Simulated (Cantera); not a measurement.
A closed system holds: 1 mol B2H6, a varied amount of NH3, equilibrated at 700 °C and 13.3 mbar.

These are equilibrium values from Cantera (NASA tables, ideal gas, pure condensed phases), not measurements of a reactor. Candidate condensed phases: B, BN; 15 gas species. The feed counts by its element totals alone. The numbers say what is thermodynamically allowed, not how fast it happens.

**Question.** Which condensed phases are stable at each of these points (n(NH3) (mol)): 0.28, 0.37, 0.48, 0.63, 0.83, 1.1, 1.4, 1.9, 2.5, 3.2?

**Answer.** 
| n(NH3) (mol) | condensed phases | B condensed (%) |
|---|---|---|
| 0.28 | B(s) + BN(s) | 100.0 |
| 0.37 | B(s) + BN(s) | 100.0 |
| 0.48 | B(s) + BN(s) | 100.0 |
| 0.63 | B(s) + BN(s) | 100.0 |
| 0.83 | B(s) + BN(s) | 100.0 |
| 1.1 | B(s) + BN(s) | 100.0 |
| 1.4 | B(s) + BN(s) | 100.0 |
| 1.9 | B(s) + BN(s) | 100.0 |
| 2.5 | BN(s) | 100.0 |
| 3.2 | BN(s) | 100.0 |

From 0.28 mol NH3 to 1.9 mol NH3 the condensed part is B(s) + BN(s). From 2.5 mol NH3 to 3.2 mol NH3 the condensed part is BN(s).
